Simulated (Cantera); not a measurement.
Feed: 1 mol CaCO₃, 7.3 mol H₂, at 577 °C and 75.0 Torr.

Equilibrium computed with Cantera from the NASA thermochemical tables; the gas is ideal and each condensed phase is pure. Candidate condensed phases: C, C₆H₆, C₇H₈, C₈H₁₈, Ca, CaCO₃, CaO, Ca(OH)₂, H₂O; 115 gas species. Kinetics and transport are ignored.

Base state: H₂ 0.840, H₂O 0.0806, CO 0.0490, CH₄ 0.0158, CO₂ 0.0143 (mole fractions); condensed: CaCO₃(calcite) + CaO(s).

What changes in the equilibrium state with this change: 0.69 mol CH₄ added?


| species | before | after |
|---|---|---|
| H₂ | 0.840 | 0.816 |
| CO | 0.0490 | 0.0816 |
| H₂O | 0.0806 | 0.0469 |
| CH₄ | 0.0158 | 0.0414 |
| CO₂ | 0.0143 | 0.0143 |
| CaCO₃(calcite), mol | 0.394 | 0.278 |
| CaO(s), mol | 0.606 | 0.722 |
| C(graphite), mol | 0 | 0.151 |
